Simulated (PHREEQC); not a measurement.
Make-up at 20 °C: 1.8 mmol/kgw H2SO4 and 190 mmol/kgw MnSO4. Closed to the air; pH follows from the charge balance.

All values are PHREEQC results (ion-association model, wateq4f.dat), not measurements.

```
quantity                   before    after
------------------------  -------  -------
pH                           3.06     3.05
ionic strength (mol/kgw)    0.402    0.531
SO4-2 (mol/kgw)            0.0997    0.101
HSO4- (mol/kgw)           0.00249  0.00242
```

Task: Name the change that produced these shifts.
A) 0.12 mol/kgw KCl added
B) temperature from 20 to 70 °C
C) temperature from 20 to 50 °C
D) temperature from 20 to 30 °C
E) MnSO4 replaced by CdSO4 at the same molality

Result: A, 0.12 mol/kgw KCl added

This is a speciation only: nothing precipitates in the calculation.
